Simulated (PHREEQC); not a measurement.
Dissolve 0.00378 mol MgCl2, 4.2e-05 mol Na2SO4 and 0.00013 mol NaCl per kg of water at 20 °C. Closed to the air; pH follows from the charge balance.

The numbers come from PHREEQC with the ion-association model, phreeqc.dat.

Precipitation was switched off in this run.

Q: Estimate the specific conductance.

A: specific conductance 801 µS/cm.

Q: In which forms is S present?

A: SO4-2 75 %, MgSO4 25 % of the S.
